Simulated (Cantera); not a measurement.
Charge: 1 mol Si(CH₃)₄, 0.1 mol C₂H₂, 280 mol H₂, equilibrated at 1525 °C and 5.93 Torr.

Method: chemical equilibrium by Gibbs-energy minimisation in Cantera with the NASA 1993 tables (ideal gas, pure condensed phases). Candidate condensed phases: C, C₆H₆, C₇H₈, C₈H₁₈, Si, SiC; 87 gas species. The numbers say what is thermodynamically allowed, not how fast it happens.

Base state: H₂ 0.996, H 0.00395, C₂H₂ (acetylene) 0.000172 (mole fractions); condensed: C(graphite) + SiC(s).

What changes in the equilibrium state with this change: temperature from 1525 °C to 1102 °C?


| species | before | after |
|---|---|---|
| H₂ | 0.996 | 1.000 |
| CH₄ | 6.07e-6 | 3.93e-5 |
| H | 0.00395 | 3.86e-5 |
| C₂H₂ (acetylene) | 0.000172 | 1.78e-6 |
| C(graphite), mol | 3.10 | 3.19 |
| SiC(s), mol | 0.997 | 1.00 |
